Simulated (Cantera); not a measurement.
Equilibrium for chemical vapour transport: Al2O3 + Cl2 + H2

Input: 1 mol Al2O3, 0.21 mol Cl2, 0.17 mol H2, held at 293 Torr.

Cantera equilibrium calculation (NASA polynomials, part measured and part estimated; ideal gas, pure solids and liquids). Candidate condensed phases: Al, AlCl3, Al2O3, H2O; 29 gas species. Rates play no part.

```tsv
T (K)	x HCl	x Cl2	x Cl	x AlCl3	n Al2O3(s)
1048	0.894	0.105	0.000400	0.000359	1.000
1098	0.893	0.105	0.000766	0.000501	1.000
1148	0.892	0.105	0.00139	0.000678	1.000
1198	0.891	0.104	0.00239	0.000895	1.000
1248	0.890	0.103	0.00394	0.00116	1.000
1298	0.888	0.102	0.00623	0.00147	1.000
1348	0.886	0.0999	0.00949	0.00185	1.000
1398	0.883	0.0972	0.0140	0.00231	1.000
1448	0.880	0.0936	0.0199	0.00287	0.999
1498	0.875	0.0890	0.0275	0.00353	0.999
1548	0.870	0.0831	0.0369	0.00432	0.999
1598	0.864	0.0762	0.0480	0.00520	0.999
1648	0.857	0.0683	0.0606	0.00617	0.999
1698	0.850	0.0598	0.0744	0.00716	0.999
```
x: gas mole fraction; n: condensed amount in mol.

From 1048 K to 1698 K the condensed part is Al2O3(s). The main Al-bearing gas is AlCl3 throughout.
